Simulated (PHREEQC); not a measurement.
## Nickel, zinc or cadmium bath: an equilibrium model

Make-up at 37 °C: 0.0057 mol/kgw CdCl2, 0.00065 mol/kgw NaCl and 0.0098 mol/kgw HCl. Closed to the air; pH follows from the charge balance.

All values are PHREEQC results (ion-association model, wateq4f.dat), not measurements.

Each row changes one thing in this solution. No solid was allowed to form.

```
case                                            pH  ionic strength (mol/kgw)  Cl- (mol/kgw)  SI of Halite (NaCl)
--------------------------------------------  ----  ------------------------  -------------  -------------------
as made                                       2.06                    0.0214         0.0187                -6.65
CdCl2 replaced by FeCl3 at the same molality  1.99                    0.0374         0.0262                -6.54
temperature from 37 to 15 °C                  2.06                    0.0216         0.0188                -6.59
NaCl from 0.00065 to 0.0065 mol/kgw           2.07                    0.0266         0.0242                -5.55
temperature from 37 to 35 °C                  2.06                    0.0214         0.0187                -6.65
diluted 100-fold with water                   4.02                  0.000273       0.000217               -10.47
0.0018 mol/kgw CO2 added                      2.06                    0.0214         0.0187                -6.65
temperature from 37 to 25 °C                  2.06                    0.0215         0.0187                -6.62
0.0019 mol/kgw NaOH added                     2.16                    0.0214         0.0187                -6.06
```

Some of these states are supersaturated (in Hematite (slow to form), Goethite (slow to form), for instance). At this temperature some constants are extrapolated from 25 °C, and those without enthalpy data are left unchanged.
